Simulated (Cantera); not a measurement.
An isothermal, constant-pressure homogeneous reactor starts with C2H6 : N2 = 1 : 64 (molar parts), at 1275 K and 10.00 Torr. Integrator tolerance rtol = 1e-08.

Model: GRI-Mech 3.0 (53 species, 325 reactions), integrated in Cantera. GRI-Mech 3.0 stops at C3 and has no aromatics, soot or wall deposition, so with more carbon than oxygen in the feed, carbon stays in small species such as C2H2 where larger ones or solid carbon would form. Radical loss at walls, strong at low pressure, is not modelled.

Problem. What does this change do: 3.1 parts H2O added?

Solution. 
```tsv
quantity	before	after
x(C2H6) at 200 s	1.26e-7 (gas-phase equilibrium 1.45e-10)	2.95e-7 (gas-phase equilibrium <1e-12)
x(CH3) at 200 s	1.55e-6 (gas-phase equilibrium 4.38e-8)	2.57e-6 (gas-phase equilibrium <1e-12)
x(H2) at 200 s	0.0251 (gas-phase equilibrium 0.0298)	0.0244 (gas-phase equilibrium 0.0720)
x(CH2) at 200 s	2.22e-11 (gas-phase equilibrium <1e-12)	1.03e-10 (gas-phase equilibrium <1e-12)
x(C2H2) at 200 s	0.0133 (gas-phase equilibrium 0.00355)	0.0125 (gas-phase equilibrium <1e-12)
x(CH4) at 200 s	0.00324 (gas-phase equilibrium 6.02e-5)	0.00316 (gas-phase equilibrium 1.39e-11)
```

Problem. What does this change do: pressure from 10.00 Torr to 760 Torr?

Solution. 
```json
[
 {"quantity": "x(C2H6) at 200 s", "before": "1.26e-7 (gas-phase equilibrium 1.45e-10)", "after": "1.36e-6 (gas-phase equilibrium 4.77e-7)"},
 {"quantity": "x(CH3) at 200 s", "before": "1.55e-6 (gas-phase equilibrium 4.38e-8)", "after": "4.34e-7 (gas-phase equilibrium 2.88e-7)"},
 {"quantity": "x(H2) at 200 s", "before": "0.0251 (gas-phase equilibrium 0.0298)", "after": "0.0230 (gas-phase equilibrium 0.0249)"},
 {"quantity": "x(CH2) at 200 s", "before": "2.22e-11 (gas-phase equilibrium <1e-12)", "after": "1.45e-12 (gas-phase equilibrium <1e-12)"},
 {"quantity": "x(C2H2) at 200 s", "before": "0.0133 (gas-phase equilibrium 0.00355)", "after": "0.0119 (gas-phase equilibrium 0.00288)"},
 {"quantity": "x(CH4) at 200 s", "before": "0.00324 (gas-phase equilibrium 6.02e-5)", "after": "0.00389 (gas-phase equilibrium 0.00316)"}
]
```
